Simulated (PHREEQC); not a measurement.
**Metal-bearing waste water: speciation**

A solution holds 0.16 mol MnSO4, 0.24 mol CaCl2, 0.01 mol H2SO4 and 0.00024 mol NaCl per kg of water, at 25 °C. Closed to the air; pH follows from the charge balance.

All values are PHREEQC results (ion-association model, wateq4f.dat), not measurements.

No solid was allowed to form.

Question: Predict the pH, ionic strength.

Answer: pH 2.24; ionic strength 0.899 mol/kgw.

Question: In which forms is Cl present?

Answer: Cl- 92 %, MnCl+ 7.0 %, MnCl2 0.9 % of the Cl.

Examples of supersaturated solids here: Gypsum. Others may be too. Ionic strength above about 0.7 mol/kgw puts this run outside the model's range.
